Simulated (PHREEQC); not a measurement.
A solution holds 0.043 mol TMAH, 0.00014 mol Na2SiF6 and 0.0018 mol Na2CO3 per kg of water, at 25 °C. Closed to the air; pH follows from the charge balance.

Equilibrium calculation in PHREEQC: ion-association model, phreeqc.dat.

Precipitation was switched off in this run.

Predict the pH, ionic strength.

pH 12.53; ionic strength 0.0486 mol/kgw.

In which forms is C present?

CO3-2 96 %, NaCO3- 3.3 % of the C.

(CH3)4N+ isn't in the database: it is added as a free cation with an ion size of 4 Å. SiF6-2 is the database's only silicon fluoride.
